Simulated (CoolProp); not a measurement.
A simple Rankine cycle with isobutene: condensing at 333.15 K, boiler at 2.5 MPa, turbine inlet 430 K, turbine efficiency 0.7, pump efficiency 0.6, no recuperator. Each further row changes one setting.

Values from CoolProp's reference Helmholtz-energy equation of state, Lemmon 2005. It is a short technical equation, of lower accuracy than the large ones.

```
case                             thermal efficiency (%)  net work (kJ/kg)  heat in (kJ/kg)  turbine exit temperature (K)  volume ratio over the turbine
-------------------------------  ----------------------  ----------------  ---------------  ----------------------------  -----------------------------
as stated                                           7.6              36.1              472                         392.8                           3.48
turbine inlet 450 K                                 7.6               [?]              522                         414.7                            [?]
condensing temperature 325.15 K                     8.7               [?]              493                         387.7                           4.24
boiler pressure 1.75 MPa                            5.6               [?]              493                           [?]                           2.31
turbine efficiency 0.6                              [?]               [?]              472                         395.6                           3.51
```

**Question.** Some entries are withheld; supply them.

**Answer.** 
- turbine inlet 450 K, net work (kJ/kg): 39.6
- turbine inlet 450 K, volume ratio over the turbine: 3.38
- condensing temperature 325.15 K, net work (kJ/kg): 42.8
- boiler pressure 1.75 MPa, net work (kJ/kg): 27.7
- boiler pressure 1.75 MPa, turbine exit temperature (K): 406.5
- turbine efficiency 0.6, thermal efficiency (%): 6.4
- turbine efficiency 0.6, net work (kJ/kg): 30.2
